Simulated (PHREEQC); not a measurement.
Dissolve 0.01 mol Mg(NO3)2 per kg of water at 70 °C. Closed to the air; pH follows from the charge balance.

The numbers come from PHREEQC with the ion-association model, phreeqc.dat.

This is a speciation only: nothing precipitates in the calculation.

What specific conductance does the model give?

specific conductance 4610 µS/cm.

Complexes and solids missing from the database can't appear. Constants without temperature data keep their 25 °C values here.
